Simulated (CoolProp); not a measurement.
R236FA along the isobar 0.672 MPa: fugacity coefficient from the reference equation and from simpler models built on Tc = 398.1 K, pc = 3.191 MPa, ω = 0.377; each cubic takes its own stable root.

The numbers come from the reference Helmholtz-energy equation of state, Pan 2012 in CoolProp.

```
T (K)   phase  reference
-----  ------  ---------
211.7  liquid   0.005187
226.2  liquid    0.01444
240.7  liquid    0.03438
255.1  liquid    0.07185
269.6  liquid     0.1361
284.1  liquid     0.2366
298.6  liquid     0.3824
313.1  liquid     0.5813
327.6  liquid     0.8378
342.1     gas     0.8736
356.5     gas     0.8914
371       gas     0.9062
385.5     gas     0.9185
400       gas     0.9289
```

**Question.** How far does each simpler model (van der Waals, Redlich-Kwong, Soave-Redlich-Kwong, Peng-Robinson) lie from the reference over these 14 states: mean and median of the absolute difference, and the worst?

**Answer.** 
- van der Waals: mean 589.0 %, median 91.2 %, worst +3701.8 % at 211.7 K and 0.672 MPa
- Redlich-Kwong: mean 97.4 %, median 58.7 %, worst +382.0 % at 211.7 K and 0.672 MPa
- Soave-Redlich-Kwong: mean 0.8 %, median 0.6 %, worst +2.4 % at 327.6 K and 0.672 MPa
- Peng-Robinson: mean 1.2 %, median 0.5 %, worst +6.8 % at 211.7 K and 0.672 MPa

At some of these states van der Waals, Redlich-Kwong gives the other phase, because its saturation line lies elsewhere.
